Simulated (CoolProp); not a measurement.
Properties of n-perfluorohexane along the isotherm 374.3 K.

Values from CoolProp's reference Helmholtz-energy equation of state, Gao 2022.

```tsv
p (bar)	phase	density (kg/m³)	cp (kJ/(kg K))	cv (kJ/(kg K))	expansivity (1/kK)	fugacity coefficient
9.68	liquid	1430	1.173	0.9503	2.822	0.3410
19.4	liquid	1442	1.164	0.9494	2.627	0.1831
29	liquid	1453	1.157	0.9488	2.473	0.1317
38.7	liquid	1463	1.151	0.9482	2.344	0.1060
48.4	liquid	1473	1.146	0.9477	2.235	0.09110
58.1	liquid	1482	1.141	0.9474	2.141	0.08150
67.7	liquid	1490	1.137	0.9470	2.060	0.07503
77.4	liquid	1498	1.134	0.9468	1.988	0.07042
87.1	liquid	1505	1.131	0.9466	1.923	0.06713
```
